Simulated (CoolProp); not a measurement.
Dimethyl ether along the isobar 22.2 MPa: fugacity coefficient from the reference equation and from simpler models built on Tc = 400.4 K, pc = 5.337 MPa, ω = 0.196; each cubic takes its own stable root.

The numbers come from the reference Helmholtz-energy equation of state, Wu 2011 in CoolProp.

```json
[
 {"T (K)": "263.7", "phase": "liquid", "reference": "(withheld)", "van der Waals": "0.08290", "Redlich-Kwong": "0.02343", "Soave-Redlich-Kwong": "0.01619", "Peng-Robinson": "0.01502"},
 {"T (K)": "269.6", "phase": "liquid", "reference": "0.01863", "van der Waals": "0.09075", "Redlich-Kwong": "0.02810", "Soave-Redlich-Kwong": "0.01985", "Peng-Robinson": "0.01837"},
 {"T (K)": "275.5", "phase": "liquid", "reference": "0.02255", "van der Waals": "0.09893", "Redlich-Kwong": "0.03335", "Soave-Redlich-Kwong": "0.02406", "Peng-Robinson": "0.02222"},
 {"T (K)": "281.4", "phase": "liquid", "reference": "0.02701", "van der Waals": "0.1074", "Redlich-Kwong": "(withheld)", "Soave-Redlich-Kwong": "0.02888", "Peng-Robinson": "0.02662"},
 {"T (K)": "287.3", "phase": "liquid", "reference": "0.03206", "van der Waals": "0.1163", "Redlich-Kwong": "0.04566", "Soave-Redlich-Kwong": "0.03434", "Peng-Robinson": "(withheld)"},
 {"T (K)": "293.2", "phase": "liquid", "reference": "0.03771", "van der Waals": "(withheld)", "Redlich-Kwong": "0.05274", "Soave-Redlich-Kwong": "0.04046", "Peng-Robinson": "0.03718"},
 {"T (K)": "299.1", "phase": "liquid", "reference": "0.04398", "van der Waals": "0.1348", "Redlich-Kwong": "0.06045", "Soave-Redlich-Kwong": "0.04729", "Peng-Robinson": "0.04339"},
 {"T (K)": "305", "phase": "liquid", "reference": "0.05091", "van der Waals": "(withheld)", "Redlich-Kwong": "0.06879", "Soave-Redlich-Kwong": "0.05484", "Peng-Robinson": "0.05027"},
 {"T (K)": "310.9", "phase": "liquid", "reference": "0.05850", "van der Waals": "0.1544", "Redlich-Kwong": "0.07774", "Soave-Redlich-Kwong": "0.06312", "Peng-Robinson": "0.05781"},
 {"T (K)": "316.8", "phase": "liquid", "reference": "0.06676", "van der Waals": "0.1645", "Redlich-Kwong": "0.08731", "Soave-Redlich-Kwong": "0.07216", "Peng-Robinson": "0.06604"},
 {"T (K)": "322.7", "phase": "liquid", "reference": "0.07570", "van der Waals": "0.1749", "Redlich-Kwong": "0.09747", "Soave-Redlich-Kwong": "0.08196", "Peng-Robinson": "0.07497"},
 {"T (K)": "328.6", "phase": "liquid", "reference": "0.08531", "van der Waals": "0.1855", "Redlich-Kwong": "0.1082", "Soave-Redlich-Kwong": "0.09252", "Peng-Robinson": "0.08459"},
 {"T (K)": "334.5", "phase": "liquid", "reference": "0.09560", "van der Waals": "0.1963", "Redlich-Kwong": "0.1195", "Soave-Redlich-Kwong": "0.1038", "Peng-Robinson": "0.09490"},
 {"T (K)": "340.4", "phase": "liquid", "reference": "0.1065", "van der Waals": "0.2073", "Redlich-Kwong": "0.1313", "Soave-Redlich-Kwong": "0.1159", "Peng-Robinson": "0.1059"}
]
```

**Question.** Fill in the missing entries.

**Answer.** 
- 263.7, reference: 0.01523
- 281.4, Redlich-Kwong: 0.03920
- 287.3, Peng-Robinson: 0.03159
- 293.2, van der Waals: 0.1254
- 305, van der Waals: 0.1444
